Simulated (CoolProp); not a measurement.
Vapour-liquid equilibrium of fluoroethane (R161) (1) + R134a (2) at 16.8 kPa; x and y are mole fractions of (1).

Values from CoolProp's multi-fluid Helmholtz-energy mixture model, Wu 2012 and Tillner-Roth 1994; pair parameters Bell 2016.

```csv
x,bubble temperature (°C),y at the bubble point,dew temperature at overall composition x (°C),liquid density (mol/L)
0.05,-59.7,0.084,-59.5,14.58
0.125,-60.6,0.203,-60.0,14.81
0.2,-61.5,0.314,-60.6,15.04
0.275,-62.3,0.416,-61.1,15.29
0.35,[?],[?],-61.8,15.53
0.425,-64.1,0.595,-62.4,15.79
0.5,-65.0,0.672,-63.1,16.05
0.575,-65.9,0.741,-63.9,16.31
0.65,-66.7,0.802,-64.7,16.59
0.725,-67.6,0.856,-65.7,16.86
0.8,[?],0.903,-66.7,17.15
0.875,-69.2,0.944,-67.9,17.44
0.95,-69.9,0.979,-69.3,17.74
```

Task: Some entries are withheld; supply them.

Result: 
- 0.35, bubble temperature (°C): -63.2
- 0.35, y at the bubble point: 0.509
- 0.8, bubble temperature (°C): -68.4

No azeotrope shows between x = 0.05 and 0.95.

The pair parameters rest on a limited set of measurements; away from them the model extrapolates.
